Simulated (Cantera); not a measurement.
An isothermal, constant-pressure homogeneous reactor starts with CH4 : H2 = 0.038 : 1 (molar parts), at 2225 K and 0.132 atm. Integrator tolerance rtol = 1e-08.

Computed with Cantera and GRI-Mech 3.0 (53 species, 325 reactions). GRI-Mech 3.0 stops at C3 and has no aromatics, soot or wall deposition, so with more carbon than oxygen in the feed, carbon stays in small species such as C2H2 where larger ones or solid carbon would form.

Question: What does this change do: temperature 2225 to 1250 K?

Answer: 
| quantity | before | after |
|---|---|---|
| x(CH4) at 200 s | 7.63e-5 (gas-phase equilibrium 7.65e-5) | 0.0362 (gas-phase equilibrium 0.0360) |
| x(H2) at 200 s | 0.965 (gas-phase equilibrium 0.965) | 0.964 (gas-phase equilibrium 0.964) |
| x(C2H) at 200 s | 1.17e-5 (gas-phase equilibrium 1.17e-5) | <1e-12 (gas-phase equilibrium <1e-12) |
| x(C2H2) at 200 s | 0.0174 (gas-phase equilibrium 0.0174) | 0.000116 (gas-phase equilibrium 0.000174) |
| x(C2H4) at 200 s | 4.87e-6 (gas-phase equilibrium 4.87e-6) | 8.65e-5 (gas-phase equilibrium 0.000127) |
